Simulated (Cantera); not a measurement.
An adiabatic, constant-pressure homogeneous reactor starts with 9.01 % CH4, 2.34 % C2H6, 2.70 % C3H8, 18.0 % O2, 67.9 % N2, at 1500 K and 2250 Torr.

Cantera simulation using GRI-Mech 3.0 (53 species, 325 reactions); the numbers are that mechanism's predictions, not measurements. GRI-Mech 3.0 was tuned for natural gas; its chemistry of propane as a main component is partial and can be far from experiment.

x: mole fraction; the columns are a selection and need not sum to one.

```json
[
 {"t (s)": "1.00e-6", "T (K)": "1499", "x CH4": "0.0901", "x C2H6": "0.0234", "x C3H8": "0.0269", "x C2H": "<1e-12", "x C2H4": "9.24e-5", "x H": "2.75e-6"},
 {"t (s)": "3.53e-6", "T (K)": "1496", "x CH4": "0.0899", "x C2H6": "0.0232", "x C3H8": "0.0264", "x C2H": "<1e-12", "x C2H4": "…", "x H": "…"},
 {"t (s)": "1.25e-5", "T (K)": "1496", "x CH4": "0.0887", "x C2H6": "0.0221", "x C3H8": "0.0237", "x C2H": "2.34e-11", "x C2H4": "0.00481", "x H": "1.45e-5"},
 {"t (s)": "4.40e-5", "T (K)": "1589", "x CH4": "0.0764", "x C2H6": "0.0123", "x C3H8": "0.00792", "x C2H": "1.75e-8", "x C2H4": "0.0275", "x H": "0.000103"},
 {"t (s)": "0.000155", "T (K)": "2478", "x CH4": "0.000986", "x C2H6": "1.12e-7", "x C3H8": "2.33e-11", "x C2H": "7.65e-6", "x C2H4": "6.74e-6", "x H": "0.00453"},
 {"t (s)": "0.000548", "T (K)": "2463", "x CH4": "…", "x C2H6": "4.48e-12", "x C3H8": "<1e-12", "x C2H": "…", "x C2H4": "…", "x H": "0.00501"},
 {"t (s)": "0.00193", "T (K)": "2462", "x CH4": "3.92e-10", "x C2H6": "<1e-12", "x C3H8": "<1e-12", "x C2H": "<1e-12", "x C2H4": "<1e-12", "x H": "0.00528"},
 {"t (s)": "0.00682", "T (K)": "2463", "x CH4": "3.42e-10", "x C2H6": "<1e-12", "x C3H8": "<1e-12", "x C2H": "<1e-12", "x C2H4": "<1e-12", "x H": "0.00530"},
 {"t (s)": "0.0241", "T (K)": "2463", "x CH4": "3.35e-10", "x C2H6": "<1e-12", "x C3H8": "<1e-12", "x C2H": "<1e-12", "x C2H4": "<1e-12", "x H": "0.00531"},
 {"t (s)": "0.0850", "T (K)": "2463", "x CH4": "3.35e-10", "x C2H6": "<1e-12", "x C3H8": "<1e-12", "x C2H": "<1e-12", "x C2H4": "<1e-12", "x H": "0.00531"},
 {"t (s)": "0.300", "T (K)": "2463", "x CH4": "3.35e-10", "x C2H6": "<1e-12", "x C3H8": "<1e-12", "x C2H": "<1e-12", "x C2H4": "<1e-12", "x H": "0.00531"}
]
```

Question: What belongs in the gaps?

Answer: 
- 3.53e-6, x C2H4: 0.000672
- 3.53e-6, x H: 6.45e-6
- 0.000548, x CH4: 5.99e-6
- 0.000548, x C2H: 1.95e-8
- 0.000548, x C2H4: 5.19e-9
